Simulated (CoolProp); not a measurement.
Ethanol at several states: Z from the reference equation and from simpler models built on Tc = 241.6 °C, pc = 6.268 MPa, ω = 0.644; each cubic takes its own stable root.

The numbers come from the reference Helmholtz-energy equation of state, Schroeder 2014 in CoolProp.

| T (°C) | p (MPa) | phase | reference | Redlich-Kwong | Peng-Robinson |
|---|---|---|---|---|---|
| 127.85 | 12.6 | liquid | 0.2480 | 0.3225 | 0.2646 |
| 12.45 | 0.45 | liquid | 0.01097 | 0.01378 | 0.01147 |
| 268.75 | 2.16 | gas | 0.9142 | 0.8921 | 0.8877 |
